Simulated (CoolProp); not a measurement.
Computed with CoolProp (reference Helmholtz-energy equation of state, Rui 2013).

Task: For R236EA, give the phase and the density (kg/m³), speed of sound (m/s), expansivity (1/kK), conductivity (mW/(m K)) at 412 K and 18.5 bar; 412 K and 36.9 bar; 412 K and 46.2 bar.

Result: 
- 412 K and 18.5 bar: gas; density 105, speed of sound 124, expansivity 5.80, conductivity 24.6
- 412 K and 36.9 bar: liquid; density 832, speed of sound 118, expansivity 26.7, conductivity 46.0
- 412 K and 46.2 bar: liquid; density 921, speed of sound 173, expansivity 11.3, conductivity 47.3

Thermal conductivity comes from a separate model (Huber 2003), an estimate that may be off by 10 % or more.
